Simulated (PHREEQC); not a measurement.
Dissolve 0.051 mmol/kgw CdCl2, 0.02 mmol/kgw CaCl2 and 9.2 mmol/kgw NaH2PO4 at 25 °C. Closed to the air; pH follows from the charge balance.

Model: ion-association model, wateq4f.dat, run in PHREEQC.

```
Quantity                 Result
--------------  ---------------
pH                         4.74
ionic strength  0.00947 mol/kgw
```

| species | molality | activity | log γ |
|---|---|---|---|
| Na+ | 0.00920 | 0.00833 | -0.043 |
| H2PO4- | 0.00913 | 0.00829 | -0.042 |
| Cl- | 0.000141 | 0.000128 | -0.044 |
| Cd+2 | 5.05e-5 | 3.38e-5 | -0.175 |
| HPO4-2 | 4.16e-5 | 2.81e-5 | -0.171 |
| H3PO4 | 2.23e-5 | 2.24e-5 | 0.001 |
| H+ | 2.00e-5 | 1.83e-5 | -0.039 |
| Ca+2 | 1.71e-5 | 1.16e-5 | -0.170 |
| CaH2PO4+ | 2.71e-6 | 2.45e-6 | -0.042 |

No solid was allowed to form. Species that the database lacks are ignored. H3PO4, which wateq4f.dat lacks, is added to it with the constant of phreeqc.dat. The database has no phosphate complexes of Cd.
